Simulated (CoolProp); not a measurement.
Computed with CoolProp (reference Helmholtz-energy equation of state, Thol 2015).

Q: Give the vapour pressure (kPa), vapour density (kg/m³), liquid cp (kJ/(kg K)), surface tension (mN/m) of saturated octamethylcyclotetrasiloxane (D4) at 378.6, 382.4 K.

A: 
```json
[
 {"T (K)": "378.6", "p (kPa)": "10.9", "vapour density (kg/m³)": "1.04", "liquid cp (kJ/(kg K))": "1.83", "surface tension (mN/m)": "12.1"},
 {"T (K)": "382.4", "p (kPa)": "12.6", "vapour density (kg/m³)": "1.20", "liquid cp (kJ/(kg K))": "1.84", "surface tension (mN/m)": "11.9"}
]
```

Surface tension comes from a separate correlation (Mulero 2014), older than this fluid's equation and unchecked against measurements.
